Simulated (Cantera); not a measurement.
An isothermal, constant-pressure homogeneous reactor starts with C₂H₆ : N₂ = 1 : 13 (molar parts), at 1550 K and 0.00890 bar. Integrator tolerance rtol = 1e-08.

Model: GRI-Mech 3.0 (53 species, 325 reactions), integrated in Cantera. GRI-Mech 3.0 stops at C3 and has no aromatics, soot or wall deposition, so with more carbon than oxygen in the feed, carbon stays in small species such as C2H2 where larger ones or solid carbon would form. Radical loss at walls, strong at low pressure, is not modelled.

Question: What does this change do: C2H6 1 to 0.11 parts?

Answer: 
| quantity | before | after |
|---|---|---|
| x(C₂H₆) at 10.0 s | 5.42e-7 (gas-phase equilibrium 3.32e-11) | 1.81e-8 (gas-phase equilibrium <1e-12) |
| x(C₂H₂) at 10.0 s | 0.0593 (gas-phase equilibrium 0.0259) | 0.00802 (gas-phase equilibrium 0.000850) |
| x(C₂H₄) at 10.0 s | 3.43e-5 (gas-phase equilibrium 5.00e-6) | 1.59e-6 (gas-phase equilibrium 2.17e-8) |
| x(H₂) at 10.0 s | 0.115 (gas-phase equilibrium 0.125) | 0.0158 (gas-phase equilibrium 0.0165) |
| x(CH₄) at 10.0 s | 0.00717 (gas-phase equilibrium 3.18e-5) | 0.000428 (gas-phase equilibrium 2.76e-7) |

Question: What does this change do: temperature 1550 to 1150 K?

Answer: 
```json
[
 {"quantity": "x(C₂H₆) at 10.0 s", "before": "5.42e-7 (gas-phase equilibrium 3.32e-11)", "after": "7.24e-5 (gas-phase equilibrium 2.56e-7)"},
 {"quantity": "x(C₂H₂) at 10.0 s", "before": "0.0593 (gas-phase equilibrium 0.0259)", "after": "0.0207 (gas-phase equilibrium 0.0321)"},
 {"quantity": "x(C₂H₄) at 10.0 s", "before": "3.43e-5 (gas-phase equilibrium 5.00e-6)", "after": "0.0383 (gas-phase equilibrium 0.000888)"},
 {"quantity": "x(H₂) at 10.0 s", "before": "0.115 (gas-phase equilibrium 0.125)", "after": "0.0731 (gas-phase equilibrium 0.114)"},
 {"quantity": "x(CH₄) at 10.0 s", "before": "0.00717 (gas-phase equilibrium 3.18e-5)", "after": "0.0133 (gas-phase equilibrium 0.00724)"}
]
```
